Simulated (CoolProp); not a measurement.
R123 along the isobar 14.4 bar: fugacity coefficient from the reference equation and from simpler models built on Tc = 183.7 °C, pc = 36.62 bar, ω = 0.282; each cubic takes its own stable root.

The numbers come from the reference Helmholtz-energy equation of state, Younglove 1994 in CoolProp. It is a modified Benedict-Webb-Rubin equation, recast in Helmholtz form.

| T (°C) | phase | reference | Redlich-Kwong | Soave-Redlich-Kwong | Peng-Robinson |
|---|---|---|---|---|---|
| -32.35 | liquid | 0.004322 | 0.01242 | 0.004351 | 0.004580 |
| -2.55 | liquid | 0.02108 | 0.04745 | 0.02116 | 0.02154 |
| 27.15 | liquid | 0.06968 | 0.1283 | 0.07034 | 0.07012 |
| 56.85 | liquid | 0.1755 | 0.2737 | 0.1785 | 0.1758 |
| 86.55 | liquid | 0.3618 | 0.4914 | 0.3702 | 0.3620 |
| 116.35 | liquid | 0.6412 | 0.7747 | 0.6565 | 0.6403 |
| 146.05 | gas | 0.8196 | 0.8320 | 0.8250 | 0.8119 |
| 175.75 | gas | 0.8586 | 0.8621 | 0.8609 | 0.8480 |
